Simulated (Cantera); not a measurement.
Input: 1 mol SiF4, 0.44 mol O3, 1.5 mol H2, equilibrated at 1048.15 K and 0.00133 bar.

These are equilibrium values from Cantera (NASA tables, ideal gas, pure condensed phases), not measurements of a reactor. Candidate condensed phases: H2O, Si, SiO2; 38 gas species. Equilibrium is a limit: real reactors are often held back by kinetics, nucleation or transport.

Base state: HF 0.715, SiF4 0.150, H2O 0.0764, H2 0.0591 (mole fractions); condensed: SiO2(β-quartz).

### Question
What changes in the equilibrium state with this change: O3 from 0.44 to 7.9 mol?

### Answer
| species | before | after |
|---|---|---|
| O2 | <1e-9 | 0.778 |
| HF | 0.715 | 0.185 |
| SiF4 | 0.150 | 0.0239 |
| H2 | 0.0591 | <1e-9 |
| H2O | 0.0764 | 0.0128 |
| SiO2(β-quartz), mol | 0.544 | 0.659 |
